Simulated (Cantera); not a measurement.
# Ignition delay

Mixture: CO : H2 : CH4 : O2 : N2 = 1 : 0.059 : 0.05 : 0.393 : 1.48 (molar parts), equivalence ratio 1.6, at 750 Torr, adiabatic and at constant pressure. Ignition delay is the time to a rise of 400 K.

Cantera simulation using GRI-Mech 3.0 (53 species, 325 reactions); the numbers are that mechanism's predictions, not measurements. Where the delays flatten at high temperature, the 400 K rule measures the pace of heat release, not the induction time.

| T0 (K) | delay (ms) |
|---|---|
| 1400 | 0.0982 |
| 1475 | 0.0771 |
| 1550 | 0.0635 |
| 1625 | 0.0546 |
| 1700 | 0.0489 |
